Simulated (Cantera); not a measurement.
Feed: 1 mol trisilylamine, 30 mol NH₃, equilibrated at 1098 K and 75.0 Torr.

Method: chemical equilibrium by Gibbs-energy minimisation in Cantera with the NASA 1993 tables (ideal gas, pure condensed phases). Candidate condensed phases: Si, Si₃N₄; 18 gas species. The feed counts by its element totals alone. Rates play no part.

Base state: H₂ 0.786, N₂ 0.214, NH₃ 1.04e-5 (mole fractions); condensed: Si₃N₄(s).

Problem. What changes in the equilibrium state with this change: trisilylamine replaced by SiHCl₃?

Solution. 
| species | before | after |
|---|---|---|
| H₂ | 0.786 | 0.717 |
| N₂ | 0.214 | 0.234 |
| HCl | 0 | 0.0489 |
| NH₃ | 1.04e-5 | 9.44e-6 |
| Si₃N₄(s), mol | 1.00 | 0.333 |
Further candidate phases: NH₄Cl.

Problem. What changes in the equilibrium state with this change: NH₃ from 30 to 1.8 mol?

Solution. 
```json
[
 {"species": "H₂", "before": "0.786", "after": "1.00"},
 {"species": "N₂", "before": "0.214", "after": "8.93e-9"},
 {"species": "NH₃", "before": "1.04e-5", "after": "3.04e-9"},
 {"species": "Si₃N₄(s), mol", "before": "1.00", "after": "0.700"},
 {"species": "Si(s), mol", "before": "0", "after": "0.900"}
]
```
Mutual solubility and eutectic melting of coexisting phases are not modelled.
